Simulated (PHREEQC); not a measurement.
Dissolve 3 mol/kgw CaCl2 and 0.083 mol/kgw NaCl at 25 °C. Closed to the air; pH follows from the charge balance.

All values are PHREEQC results (Pitzer model, pitzer.dat), not measurements.

The ionic strength comes out as 9.08 mol/kgw, the activity of water is 0.746 and the density is 1.229 g/cm³. The osmotic coefficient is 1.777.

| species | molality | activity | log γ |
|---|---|---|---|
| Cl- | 6.08 | 4.22 | -0.159 |
| Ca+2 | 3.00 | 21.4 | 0.853 |
| Na+ | 0.0830 | 0.249 | 0.478 |
| H+ | 3.33e-7 | 3.41e-6 | 1.011 |
| OH- | 3.33e-7 | 2.21e-9 | -2.177 |

No solid was allowed to form. Complexes and solids missing from the database can't appear.
